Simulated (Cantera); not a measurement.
What does this Cantera script print?

```python
import numpy as np
import cantera as ct

gas = ct.Solution("gri30.yaml")


def delay(T, t_max=10):
    gas.TPX = T, 1100000, {'CH4': 1, 'C2H6': 0.11, 'O2': 1.19, 'N2': 8.35}
    reactor = ct.IdealGasReactor(gas, clone=False)
    net = ct.ReactorNet([reactor])
    net.rtol, net.atol = 1e-8, 1e-16
    while net.time < t_max:
        t_old, T_old = net.time, reactor.T
        net.step()
        if reactor.T > T + 400:  # ignition: a rise of 400 K
            return t_old + (T + 400 - T_old) / (reactor.T - T_old) * (net.time - t_old)
    return np.nan


taus = []
for T in [1223, 1323, 1423, 1523, 1623, 1723, 1823, 1923, 2023]:
    taus.append(delay(T))
    print(f"T0 = {T:6g} K   tau = {taus[-1]:.4e} s")
```

It prints:

```
T0 =   1223 K   tau = 1.0382e-03 s
T0 =   1323 K   tau = 4.3394e-04 s
T0 =   1423 K   tau = 1.8988e-04 s
T0 =   1523 K   tau = 8.3143e-05 s
T0 =   1623 K   tau = 3.7117e-05 s
T0 =   1723 K   tau = 1.7531e-05 s
T0 =   1823 K   tau = 9.0022e-06 s
T0 =   1923 K   tau = 5.0708e-06 s
T0 =   2023 K   tau = 3.1151e-06 s
```

Model: GRI-Mech 3.0 (53 species, 325 reactions), integrated in Cantera.
